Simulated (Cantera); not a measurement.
# Moist CO burnout

An isothermal, constant-pressure homogeneous reactor starts with 1.74 % CO, 0.965 % O2, 0.772 % H2O, 96.5 % N2, equivalence ratio 0.90, at 1523 K and 760 Torr.

Computed with Cantera and GRI-Mech 3.0 (53 species, 325 reactions).

| t (s) | x CO | x O2 | x H2O | x O | x CO2 |
|---|---|---|---|---|---|
| 7.00e-5 | 0.0174 | 0.00965 | 0.00772 | 3.19e-8 | 4.74e-8 |
| 0.000228 | 0.0174 | 0.00965 | 0.00772 | 3.25e-7 | 6.79e-7 |
| 0.000743 | 0.0167 | 0.00924 | 0.00752 | 0.000259 | 0.000641 |
| 0.00242 | 0.00487 | 0.00359 | 0.00612 | 0.000835 | 0.0126 |
| 0.00788 | 0.00199 | 0.00204 | 0.00724 | 0.000175 | 0.0155 |
| 0.0257 | 0.000738 | 0.00136 | 0.00760 | 4.17e-5 | 0.0168 |
| 0.0837 | 0.000229 | 0.00108 | 0.00772 | 1.03e-5 | 0.0173 |
| 0.273 | 5.75e-5 | 0.000994 | 0.00777 | 2.42e-6 | 0.0175 |
| 0.888 | 1.34e-5 | 0.000973 | 0.00778 | 5.67e-7 | 0.0175 |
| 2.89 | 4.62e-6 | 0.000969 | 0.00779 | 2.03e-7 | 0.0175 |
| 9.42 | 3.87e-6 | 0.000969 | 0.00779 | 1.72e-7 | 0.0175 |
| 30.7 | 3.87e-6 | 0.000969 | 0.00779 | 1.72e-7 | 0.0175 |
| 100 | 3.87e-6 | 0.000969 | 0.00779 | 1.72e-7 | 0.0175 |
x: mole fraction; the columns are a selection and need not sum to one.

Equilibrium at this temperature and pressure: CO 3.96e-6, O2 0.000924, H2O 0.00779, O 1.68e-7, CO2 0.0175 (gas phase only).
